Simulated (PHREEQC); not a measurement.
Solution (77 °C): 0.098 mol ZnSO4, 0.0029 mol NaOH and 5.7e-05 mol HCl per kg of water. Closed to the air; pH follows from the charge balance.

Model: ion-association model, wateq4f.dat, run in PHREEQC.

This is a speciation only: nothing precipitates in the calculation.

Question: Predict the pH.

Answer: pH 6.69.

Question: In which forms is Cl present?

Answer: Cl- 80 %, ZnCl+ 20 % of the Cl.

Examples of supersaturated solids here: Zincite(c) (slow to form). Others may be too. Complexes and solids missing from the database can't appear. Away from 25 °C the constants follow the database's enthalpies or fits; those with neither stay at their 25 °C values.
